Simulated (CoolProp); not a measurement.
R236FA at 293.15 K and 0.157 MPa flows at 0.1 m/s in a round tube of 100 mm bore and 0.25 µm roughness, fully developed (64/Re and Nu = 3.66 if laminar; Colebrook and Gnielinski if turbulent). Each further row changes one setting.

Model: reference Helmholtz-energy equation of state, Pan 2012, in CoolProp.

```json
[
 {"case": "as stated", "Reynolds number": "…", "Darcy friction factor": "…", "pressure drop (Pa/m)": "…", "heat-transfer coefficient (W/(m² K))": "3.58", "mass flow (kg/h)": "29.3"},
 {"case": "velocity 0.2 m/s", "Reynolds number": "19300", "Darcy friction factor": "0.0261", "pressure drop (Pa/m)": "0.0541", "heat-transfer coefficient (W/(m² K))": "6.25", "mass flow (kg/h)": "…"},
 {"case": "diameter 200 mm", "Reynolds number": "19300", "Darcy friction factor": "0.0261", "pressure drop (Pa/m)": "…", "heat-transfer coefficient (W/(m² K))": "…", "mass flow (kg/h)": "…"}
]
```

Q: What belongs in the gaps?

A: 
- as stated, Reynolds number: 9670
- as stated, Darcy friction factor: 0.0312
- as stated, pressure drop (Pa/m): 0.0161
- velocity 0.2 m/s, mass flow (kg/h): 58.6
- diameter 200 mm, pressure drop (Pa/m): 0.00676
- diameter 200 mm, heat-transfer coefficient (W/(m² K)): 3.12
- diameter 200 mm, mass flow (kg/h): 117

Viscosity comes from a separate model (Huber 2003), an estimate that may be off by 10 % or more. Thermal conductivity comes from a separate model (Huber 2003), an estimate that may be off by 10 % or more.
